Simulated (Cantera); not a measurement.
Cantera with NASA thermochemical tables; ideal gases at 1 bar, condensed phases pure. Values are per mole of reaction as written; species without (g) are pure solids or liquids, kept so even where they would boil at 1 bar.

Zr + 4 NO(g) → 2 N2O(g) + ZrO2(g)

| T (K) | ΔH° (kJ) | ΔS° (J/K) | ΔG° (kJ) | log10 K | condensed phases |
|---|---|---|---|---|---|
| 1073 | -490.9 | -175.4 | -302.8 | 14.74 | Zr(α) |
| 1123 | -491.0 | -175.4 | -294.0 | 13.67 | Zr(α) |
| 1173 | -494.9 | -178.9 | -285.1 | 12.70 | Zr(β) |
| 1223 | -494.7 | -178.7 | -276.2 | 11.79 | Zr(β) |
| 1273 | ___ | ___ | ___ | ___ | Zr(β) |
| 1323 | -494.4 | -178.5 | -258.3 | 10.20 | Zr(β) |
| 1373 | -494.3 | -178.4 | -249.4 | 9.49 | Zr(β) |
| 1423 | ___ | ___ | ___ | ___ | Zr(β) |
| 1473 | ___ | ___ | ___ | ___ | Zr(β) |
| 1523 | -493.9 | -178.1 | -222.6 | 7.64 | Zr(β) |

Complete the blanks.


- 1273, ΔH° (kJ): -494.6
- 1273, ΔS° (J/K): -178.6
- 1273, ΔG° (kJ): -267.2
- 1273, log10 K: 10.96
- 1423, ΔH° (kJ): -494.2
- 1423, ΔS° (J/K): -178.3
- 1423, ΔG° (kJ): -240.5
- 1423, log10 K: 8.83
- 1473, ΔH° (kJ): -494.0
- 1473, ΔS° (J/K): -178.2
- 1473, ΔG° (kJ): -231.5
- 1473, log10 K: 8.21
